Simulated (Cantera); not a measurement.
Feed: 1 mol Si, 4.3 mol CO, 1.9 mol N2, held at 0.120 bar.

Equilibrium computed with Cantera from the NASA thermochemical tables; the gas is ideal and each condensed phase is pure. Candidate condensed phases: C, Si, SiC, SiO2, Si2N2O, Si3N4; 34 gas species. N2 is the only nitrogen source here; it is nearly inert below about 1500 K, so the nitride shown seldom forms there in practice. Mutual solubility and eutectic melting of coexisting phases are not modelled. The tables hold silica as quartz up to 1696 K and as liquid above; real silica turns to tridymite and cristobalite and melts near 1996 K. Rates play no part.

Q: Which condensed phases are stable at each of these points (T (K)): 1175, 1250, 1325, 1400, 1475, 1550, 1625, 1700, 1775, 1850, 1925?

A: 
```csv
T (K),condensed phases,Si condensed (%)
1175,C(graphite) + SiO2(β-quartz),100.0
1250,C(graphite) + SiO2(β-quartz),100.0
1325,C(graphite) + SiO2(β-quartz),100.0
1400,C(graphite) + SiO2(β-quartz),100.0
1475,C(graphite) + Si2N2O(s),100.0
1550,C(graphite) + Si2N2O(s),99.9
1625,C(graphite) + Si2N2O(s),99.7
1700,C(graphite) + Si2N2O(s),98.8
1775,SiC(s) + Si2N2O(s),94.9
1850,SiC(s) + Si2N2O(s),78.6
1925,SiC(s),50.0
```

From 1175 K to 1400 K the condensed part is C(graphite) + SiO2(β-quartz). From 1475 K to 1700 K the condensed part is C(graphite) + Si2N2O(s). From 1775 K to 1850 K the condensed part is SiC(s) + Si2N2O(s). At 1925 K the condensed part is SiC(s).
